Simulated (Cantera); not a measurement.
Standard-state values (1 bar) from the NASA 1993 polynomials, evaluated with Cantera. Values are per mole of reaction as written; species without (g) are pure solids or liquids, kept so even where they would boil at 1 bar.

2 NO(g) + 2 B → 2 BN + O2(g)

```csv
T (K),ΔH° (kJ),ΔS° (J/K),ΔG° (kJ),log10 K
1825,-680.3,-198.9,-317.3,9.08
1925,(withheld),(withheld),(withheld),(withheld)
2025,-679.2,-198.3,-277.6,7.16
2125,(withheld),(withheld),(withheld),(withheld)
2225,-678.4,-198.0,-238.0,5.59
2325,(withheld),(withheld),(withheld),(withheld)
```

Problem. Complete the blanks.

Solution. 
- 1925, ΔH° (kJ): -679.7
- 1925, ΔS° (J/K): -198.6
- 1925, ΔG° (kJ): -297.4
- 1925, log10 K: 8.07
- 2125, ΔH° (kJ): -678.8
- 2125, ΔS° (J/K): -198.1
- 2125, ΔG° (kJ): -257.8
- 2125, log10 K: 6.34
- 2325, ΔH° (kJ): -678.1
- 2325, ΔS° (J/K): -197.8
- 2325, ΔG° (kJ): -218.2
- 2325, log10 K: 4.90
